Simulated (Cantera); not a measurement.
## Ignition delay

Mixture: C₂H₄ : O₂ : N₂ : H₂O = 1 : 3.95 : 14.8 : 5.8 (molar parts), at 150000 Pa, adiabatic and at constant volume. Ignition delay is the time to a rise of 400 K.

Model: GRI-Mech 3.0 (53 species, 325 reactions), integrated in Cantera. GRI-Mech 3.0 was tuned for natural gas; its chemistry of ethylene as a main component is partial and can be far from experiment.

| T0 (K) | delay (ms) |
|---|---|
| 1298 | 0.0932 |
| 1373 | 0.0460 |
| 1448 | 0.0292 |
| 1523 | 0.0207 |
| 1598 | 0.0157 |
| 1673 | 0.0123 |

- apparent activation energy between 1523 and 1673 K = 74 kJ/mol
